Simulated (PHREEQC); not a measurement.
Phosphoric acid bath: speciation

A solution holds 0.0016 mol/kgw H3PO4 and 0.00039 mol/kgw H2SO4, at 25 °C. Closed to the air; pH follows from the charge balance.

The numbers come from PHREEQC with the ion-association model, wateq4f.dat.

The pH is 2.72 and the ionic strength is 0.00233 mol/kgw. The total alkalinity is -2.38 meq/kg.

| species | molality | activity | log γ |
|---|---|---|---|
| H+ | 0.00199 | 0.00190 | -0.022 |
| H2PO4- | 0.00127 | 0.00120 | -0.023 |
| SO4-2 | 0.000337 | 0.000273 | -0.091 |
| H3PO4 | 0.000335 | 0.000335 | 0.000 |
| HSO4- | 5.31e-5 | 5.03e-5 | -0.023 |
| HPO4-2 | 4.85e-8 | 3.93e-8 | -0.091 |

This is a speciation only: nothing precipitates in the calculation. H3PO4, which wateq4f.dat lacks, is added to it with the constant of phreeqc.dat.
